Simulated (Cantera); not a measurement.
## Adiabatic ignition

An adiabatic, constant-volume homogeneous reactor starts with C2H4 : O2 : N2 : CO2 = 1 : 7.89 : 29.7 : 0.35 (molar parts), equivalence ratio 0.38, at 1598 K and 10.0 bar.

Cantera simulation using GRI-Mech 3.0 (53 species, 325 reactions); the numbers are that mechanism's predictions, not measurements. GRI-Mech 3.0 was tuned for natural gas; its chemistry of ethylene as a main component is partial and can be far from experiment.

```csv
t (s),T (K),P (bar),x C2H4,x O2,x OH,x O,x NO,x N2O
1.00e-6,1598,10.00,0.0257,0.203,9.97e-8,6.75e-8,<1e-12,5.25e-12
3.59e-6,1649,10.4,0.0199,0.195,0.000793,0.000331,4.00e-9,1.86e-8
1.29e-5,2599,16.4,<1e-12,0.124,0.00740,0.00334,0.000185,5.11e-6
4.64e-5,2636,16.6,<1e-12,0.123,0.00648,0.00238,0.000822,4.31e-6
0.000167,2631,16.5,<1e-12,0.122,0.00639,0.00232,0.00291,4.28e-6
0.000599,2618,16.5,<1e-12,0.120,0.00614,0.00217,0.00864,4.23e-6
0.00215,2599,16.3,<1e-12,0.116,0.00578,0.00196,0.0170,4.24e-6
0.00774,2593,16.3,<1e-12,0.114,0.00568,0.00190,0.0194,4.26e-6
0.0278,2593,16.3,<1e-12,0.114,0.00568,0.00190,0.0195,4.26e-6
0.100,2593,16.3,<1e-12,0.114,0.00568,0.00190,0.0195,4.26e-6
```
x: mole fraction; the columns are a selection and need not sum to one.

```yaml
time_of_steepest_temperature_rise: 4.48 µs
temperature at 0.100 s: 2593 K
equilibrium_temperature: 2593 K
x(C2H4) at 0.100 s: <1e-12 (gas-phase equilibrium <1e-12)
x(O2) at 0.100 s: 0.114 (gas-phase equilibrium 0.114)
x(OH) at 0.100 s: 0.00568 (gas-phase equilibrium 0.00568)
```
